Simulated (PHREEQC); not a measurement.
Consider water at 90 °C with 0.013 mol/kgw CdSO4 and 5e-05 mol/kgw HCl. Closed to the air; pH follows from the charge balance.

Model: ion-association model, phreeqc.dat, run in PHREEQC.

```csv
quantity,before,after
pH,4.83,4.94
ionic strength (mol/kgw),0.0306,0.0555
Cl- (mol/kgw),3.55e-5,3.10e-5
```

### Question
Name the change that produced these shifts.
A. CdSO4 left out
B. HCl from 5e-05 to 7.5e-05 mol/kgw
C. CdSO4 from 0.013 to 0.026 mol/kgw
D. HCl from 5e-05 to 0.00025 mol/kgw
E. HCl replaced by SrCl2 at the same molality

### Answer
C, CdSO4 from 0.013 to 0.026 mol/kgw

This is a speciation only: nothing precipitates in the calculation. Away from 25 °C the constants follow the database's enthalpies or fits; those with neither stay at their 25 °C values.
